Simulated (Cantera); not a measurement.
A closed system holds: 1 mol Ti, 0.11 mol H2O, 190 mol H2, equilibrated at 1073.15 K and 0.170 bar.

Method: chemical equilibrium by Gibbs-energy minimisation in Cantera with the NASA 1993 tables (ideal gas, pure condensed phases). Candidate condensed phases: H2O, Ti, TiO, TiO2, Ti2O3, Ti3O5, Ti4O7; 12 gas species. Mutual solubility and eutectic melting of coexisting phases are not modelled. TiO: taken at fixed stoichiometry. Condensed phases not in the tables: N, O or C dissolved in the metal. Rates play no part.

### Question
What is the equilibrium state?

### Answer
- x(H2): 1.00
- n(Ti(α)): 0.890 mol
- n(TiO(s)): 0.110 mol
- gas amount: 190.1 mol
- log10 activity of Ti2O3(s) (absent): -4.68
- log10 activity of Ti3O5(s) (absent): -10.59
- log10 activity of Ti4O7(s) (absent): -16.66
